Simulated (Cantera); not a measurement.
**Ignition delay**

Mixture: 1.94 % CH4, 0.213 % C2H6, 1.47 % C3H8, 14.3 % O2, 67.0 % N2, 15.1 % H2O, at 0.690 bar, adiabatic and at constant pressure. Ignition delay is the time to a rise of 400 K.

Detailed kinetics in Cantera: GRI-Mech 3.0 (53 species, 325 reactions). GRI-Mech 3.0 was tuned for natural gas; its chemistry of propane as a main component is partial and can be far from experiment.

| T0 (K) | delay (ms) |
|---|---|
| 1300 | 1.70 |
| 1350 | 0.823 |
| 1400 | 0.434 |
| 1450 | 0.248 |
| 1500 | 0.152 |
| 1550 | 0.0999 |
| 1600 | 0.0696 |
| 1650 | 0.0511 |
| 1700 | 0.0392 |
| 1750 | 0.0313 |

| Quantity | Result |
|---|---|
| apparent activation energy between 1650 and 1750 K | 120 kJ/mol |
